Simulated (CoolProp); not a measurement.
Computed with CoolProp (reference Helmholtz-energy equation of state, Thol 2014).

Problem. Give the vapour pressure (kPa), liquid density (kg/m³), enthalpy of vaporisation (kJ/kg), liquid cp (kJ/(kg K)) of saturated chloromethane (R40) at 311.7, 364.6 K.

Solution. 
| T (K) | p (kPa) | liquid density (kg/m³) | enthalpy of vaporisation (kJ/kg) | liquid cp (kJ/(kg K)) |
|---|---|---|---|---|
| 311.7 | 840 | 884 | 357 | 1.66 |
| 364.6 | 2760 | 751 | 270 | 2.02 |
